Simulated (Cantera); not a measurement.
An isothermal, constant-pressure homogeneous reactor starts with 37.0 % NH3, 63.0 % N2, at 1350 K and 660 Torr.

Detailed kinetics in Cantera: the gas-phase N/H chemistry of the illustrative SiF4/NH3 mechanism in the Surface Chemkin manual (1991). Walls and surfaces, which speed up NH3 decomposition in real reactors, are not modelled.

### Question
Predict: x(NH3) at 200 s; x(H2) at 200 s; x(NH2) at 200 s; x(N2H4) at 200 s.

### Answer
```json
{
  "x(NH3) at 200 s": "0.292 (gas-phase equilibrium 1.76e-5)",
  "x(H2) at 200 s": "0.0856 (gas-phase equilibrium 0.405)",
  "x(NH2) at 200 s": "4.24e-6 (gas-phase equilibrium 1.36e-10)",
  "x(N2H4) at 200 s": "2.10e-8 (gas-phase equilibrium <1e-12)"
}
```
